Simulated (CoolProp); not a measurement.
Vapour-liquid equilibrium of R22 (1) + ethanol (2) at 278 kPa; x and y are mole fractions of (1).

Values from CoolProp's multi-fluid Helmholtz-energy mixture model, Kamei 1995 and Schroeder 2014; pair parameters Bell 2016.

Give the bubble temperature and the first vapour's composition at x = 0.25, 0.35, 0.95. Is there an azeotrope?

x = 0.25: 8.9 °C, y = 0.991; x = 0.35: -0.5 °C, y = 0.996; x = 0.95: -15.4 °C, y = 1.000. No azeotrope shows between x = 0.05 and 0.95.

Pair parameters are fitted to limited data, so mixtures are less certain than the pure fluids. With so large a gap from Raoult's law the liquid may split in two, which this calculation doesn't test in full.
